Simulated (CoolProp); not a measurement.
Properties of dodecamethylcyclohexasiloxane (D6) along the isotherm 356.5 K (Tc = 645.8 K, pc = 961.4 kPa, ω = 0.736).

Values from CoolProp's reference Helmholtz-energy equation of state, Colonna 2008. It is a short technical equation, of lower accuracy than the large ones.

| p (kPa) | phase | cp (kJ/(kg K)) | fugacity coefficient |
|---|---|---|---|
| 7.6 | liquid | 1.685 | 0.03596 |
| 11.5 | liquid | 1.685 | 0.02378 |
| 17.3 | liquid | 1.685 | 0.01582 |
| 26.1 | liquid | 1.685 | (withheld) |
| 39.4 | liquid | 1.685 | 0.006973 |
| 59.4 | liquid | 1.685 | 0.004640 |
| 89.6 | liquid | 1.685 | 0.003092 |
| 135 | liquid | 1.685 | 0.002068 |
| 204 | liquid | 1.685 | 0.001384 |
| 308 | liquid | 1.685 | 0.0009326 |
| 464 | liquid | 1.685 | (withheld) |
| 700 | liquid | 1.684 | 0.0004379 |
| 1060 | liquid | 1.684 | 0.0003069 |
| 1590 | liquid | (withheld) | 0.0002234 |
| 2400 | liquid | 1.682 | 0.0001691 |

**Question.** Complete the blanks.

**Answer.** 
- 26.1, fugacity coefficient: 0.01050
- 464, fugacity coefficient: 0.0006353
- 1590, cp (kJ/(kg K)): 1.683
